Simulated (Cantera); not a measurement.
An isothermal, constant-pressure homogeneous reactor starts with C2H4 : H2 = 1 : 4.7 (molar parts), at 1475 K and 900 Torr.

Cantera simulation using GRI-Mech 3.0 (53 species, 325 reactions); the numbers are that mechanism's predictions, not measurements. GRI-Mech 3.0 was tuned for natural gas; its chemistry of ethylene as a main component is partial and can be far from experiment. GRI-Mech 3.0 stops at C3 and has no aromatics, soot or wall deposition, so with more carbon than oxygen in the feed, carbon stays in small species such as C2H2 where larger ones or solid carbon would form.

x: mole fraction; the columns are a selection and need not sum to one.

```tsv
t (s)	x C2H4	x H2	x C2H2	x H	x CH3	x C2H6
3.00e-6	0.175	0.825	4.83e-6	1.16e-8	1.57e-12	1.94e-9
9.53e-6	0.175	0.825	1.54e-5	3.66e-8	2.32e-11	2.04e-8
3.02e-5	0.175	0.825	4.97e-5	1.17e-7	2.70e-10	2.09e-7
9.60e-5	0.175	0.825	0.000166	4.03e-7	2.95e-9	2.17e-6
0.000305	0.175	0.825	0.000664	2.52e-6	4.94e-8	3.09e-5
0.000968	0.163	0.826	___	___	___	0.000861
0.00307	0.105	0.828	0.0559	4.86e-5	1.60e-5	0.000879
0.00976	0.0498	0.828	0.0984	3.82e-5	2.30e-5	0.000403
0.0310	___	0.819	0.105	___	___	___
0.0984	0.0321	0.799	0.0966	2.15e-5	3.92e-5	0.000244
0.312	0.0269	0.767	0.0830	1.48e-5	4.82e-5	0.000206
0.992	0.0214	0.731	0.0680	1.11e-5	5.49e-5	0.000180
3.15	0.0194	0.717	0.0620	1.01e-5	5.73e-5	0.000174
10.0	0.0193	0.717	0.0619	1.01e-5	5.73e-5	0.000174
```

Task: Complete the blanks.

Result: 
- 0.000968, x C2H2: 0.00963
- 0.000968, x H: 3.99e-5
- 0.000968, x CH3: 4.69e-6
- 0.0310, x C2H4: 0.0356
- 0.0310, x H: 2.92e-5
- 0.0310, x CH3: 2.93e-5
- 0.0310, x C2H6: 0.000277
